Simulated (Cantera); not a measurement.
# Adiabatic ignition

An adiabatic, constant-volume homogeneous reactor starts with CH₄ : CO : O₂ : N₂ = 0.36 : 1 : 1.25 : 4.7 (molar parts), equivalence ratio 0.98, at 1525 K and 28.0 bar.

Computed with Cantera and GRI-Mech 3.0 (53 species, 325 reactions). The pressure lies above the range GRI-Mech 3.0 was tuned for (to about 10 atm). Above 3000 K some thermodynamic fits are extrapolated.

```json
[
 {"t (s)": "1.00e-6", "T (K)": "1525", "P (bar)": "28.0", "x CH₄": "0.0492", "x CO": "0.137", "x O₂": "0.171", "x CH₂CO": "4.21e-10", "x C₂H₂": "<1e-12", "x OH": "9.25e-8"},
 {"t (s)": "3.39e-6", "T (K)": "1525", "P (bar)": "28.0", "x CH₄": "0.0492", "x CO": "0.137", "x O₂": "0.171", "x CH₂CO": "6.75e-9", "x C₂H₂": "4.12e-12", "x OH": "2.10e-7"},
 {"t (s)": "1.15e-5", "T (K)": "1527", "P (bar)": "28.0", "x CH₄": "0.0489", "x CO": "0.137", "x O₂": "0.171", "x CH₂CO": "1.28e-7", "x C₂H₂": "1.55e-9", "x OH": "6.74e-7"},
 {"t (s)": "3.89e-5", "T (K)": "1554", "P (bar)": "28.5", "x CH₄": "0.0461", "x CO": "0.136", "x O₂": "0.169", "x CH₂CO": "5.20e-6", "x C₂H₂": "4.66e-7", "x OH": "3.04e-6"},
 {"t (s)": "0.000132", "T (K)": "3180", "P (bar)": "56.9", "x CH₄": "<1e-12", "x CO": "0.0651", "x O₂": "0.0251", "x CH₂CO": "<1e-12", "x C₂H₂": "<1e-12", "x OH": "0.0153"},
 {"t (s)": "0.000447", "T (K)": "3180", "P (bar)": "56.9", "x CH₄": "<1e-12", "x CO": "0.0651", "x O₂": "0.0251", "x CH₂CO": "<1e-12", "x C₂H₂": "<1e-12", "x OH": "0.0153"},
 {"t (s)": "0.00152", "T (K)": "3180", "P (bar)": "56.9", "x CH₄": "<1e-12", "x CO": "0.0651", "x O₂": "0.0251", "x CH₂CO": "<1e-12", "x C₂H₂": "<1e-12", "x OH": "0.0153"},
 {"t (s)": "0.00514", "T (K)": "3180", "P (bar)": "56.9", "x CH₄": "<1e-12", "x CO": "0.0651", "x O₂": "0.0251", "x CH₂CO": "<1e-12", "x C₂H₂": "<1e-12", "x OH": "0.0153"},
 {"t (s)": "0.0174", "T (K)": "3180", "P (bar)": "56.9", "x CH₄": "<1e-12", "x CO": "0.0651", "x O₂": "0.0251", "x CH₂CO": "<1e-12", "x C₂H₂": "<1e-12", "x OH": "0.0153"},
 {"t (s)": "0.0590", "T (K)": "3180", "P (bar)": "56.9", "x CH₄": "<1e-12", "x CO": "0.0651", "x O₂": "0.0251", "x CH₂CO": "<1e-12", "x C₂H₂": "<1e-12", "x OH": "0.0153"},
 {"t (s)": "0.200", "T (K)": "3180", "P (bar)": "56.9", "x CH₄": "<1e-12", "x CO": "0.0651", "x O₂": "0.0251", "x CH₂CO": "<1e-12", "x C₂H₂": "<1e-12", "x OH": "0.0153"}
]
```
x: mole fraction; the columns are a selection and need not sum to one.

The time of steepest temperature rise comes out as 59.4 µs and the temperature at 0.200 s comes out as 3180 K. The equilibrium temperature comes out as 3180 K and the x(CH₄) at 0.200 s is <1e-12 (gas-phase equilibrium <1e-12). The x(CO) at 0.200 s is 0.0651 (gas-phase equilibrium 0.0651) and the x(O₂) at 0.200 s comes out as 0.0251 (gas-phase equilibrium 0.0251).
